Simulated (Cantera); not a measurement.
Source: NASA polynomial tables (part measured, part estimated), evaluated in Cantera. Values are per mole of reaction as written; species without (g) are pure solids or liquids, kept so even where they would boil at 1 bar.

2 B3O3F3(g) ⇌ 3 B2O2(g) + 6 F(g), with ΔH° = 3838.7 kJ and ΔS° = 995.9 J/K at 300 K.

Task: How far is the shortcut ΔG° ≈ ΔH°(300 K) − T·ΔS°(300 K) from the full temperature-dependent value at 500, 575, 650, 725, 800, 875, 950 K?

Result: 
```json
[
 {"T (K)": "500", "shortcut (kJ)": "3340.7", "full (kJ)": "3337.3", "difference (kJ)": "3.4", "difference in log10 K": "-0.36"},
 {"T (K)": "575", "shortcut (kJ)": "3266.0", "full (kJ)": "3260.3", "difference (kJ)": "5.7", "difference in log10 K": "-0.51"},
 {"T (K)": "650", "shortcut (kJ)": "3191.3", "full (kJ)": "3183.2", "difference (kJ)": "8.1", "difference in log10 K": "-0.65"},
 {"T (K)": "725", "shortcut (kJ)": "3116.6", "full (kJ)": "3106.1", "difference (kJ)": "10.5", "difference in log10 K": "-0.76"},
 {"T (K)": "800", "shortcut (kJ)": "3041.9", "full (kJ)": "3028.9", "difference (kJ)": "13.0", "difference in log10 K": "-0.85"},
 {"T (K)": "875", "shortcut (kJ)": "2967.2", "full (kJ)": "2951.8", "difference (kJ)": "15.4", "difference in log10 K": "-0.92"},
 {"T (K)": "950", "shortcut (kJ)": "2892.5", "full (kJ)": "2874.7", "difference (kJ)": "17.8", "difference in log10 K": "-0.98"}
]
```
The shortcut ignores the heat-capacity change of the reaction.
